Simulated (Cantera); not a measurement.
Feed: 1 mol toluene, 0.58 mol H2O, at 1252 °C and 7.28 Torr.

Method: chemical equilibrium by Gibbs-energy minimisation in Cantera with the NASA 1993 tables (ideal gas, pure condensed phases). Candidate condensed phases: C, C6H6, C7H8, C8H18, H2O; 110 gas species. Kinetics and transport are ignored.

Base state: H2 0.887, CO 0.112, H 0.000226, CH4 1.74e-5, C2H2 (acetylene) 1.07e-5 (mole fractions); condensed: C(graphite).

Problem. What changes in the equilibrium state with this change: temperature from 1252 °C to 300 °C?

Solution. 
| species | before | after |
|---|---|---|
| H2 | 0.887 | 0.443 |
| CH4 | 1.74e-5 | 0.390 |
| H2O | 1.39e-6 | 0.159 |
| CO | 0.112 | 0.000515 |
| H | 0.000226 | <1e-9 |
| CO2 | 6.55e-8 | 0.00756 |
| C2H2 (acetylene) | 1.07e-5 | <1e-9 |
| C(graphite), mol | 6.42 | 5.68 |

Problem. What changes in the equilibrium state with this change: pressure from 7.28 Torr to 1 atm?

Solution. 
```
species             before     after
----------------  --------  --------
H2                   0.887     0.886
CO                   0.112     0.112
CH4                1.74e-5   0.00181
H                 0.000226   2.21e-5
H2O                1.39e-6  0.000145
C2H2 (acetylene)   1.07e-5   1.07e-5
C(graphite), mol      6.42      6.41
```
